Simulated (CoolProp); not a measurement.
Vapour-liquid equilibrium of CHF3 (R23) (1) + R143a (2) at 36.4 kPa; x and y are mole fractions of (1).

The numbers come from the multi-fluid Helmholtz-energy mixture model, Penoncello 2003 and Lemmon and Jacobsen 2000; pair parameters Bell 2016 in CoolProp.

```csv
x,bubble temperature (K),y at the bubble point,dew temperature at overall composition x (K),liquid density (mol/L)
0.05,203.1,0.220,205.7,14.81
0.125,198.4,0.463,204.6,15.29
0.2,194.3,0.626,203.4,15.78
0.275,190.8,0.735,202.1,16.26
0.35,187.9,0.809,200.7,16.74
0.425,185.4,0.860,199.2,17.23
0.5,183.4,0.896,197.6,17.73
0.575,181.6,0.922,195.7,18.24
0.65,180.2,0.942,193.6,18.76
0.725,178.9,0.958,191.2,19.30
0.8,177.8,0.971,188.3,19.86
0.875,176.7,0.983,184.6,20.45
0.95,175.8,0.993,179.6,21.07
```

No azeotrope shows between x = 0.05 and 0.95.

Pair parameters are fitted to limited data, so mixtures are less certain than the pure fluids. The gap from Raoult's law changes sign with composition, which may be real or a fault of the pair parameters; it wasn't checked against measurements.
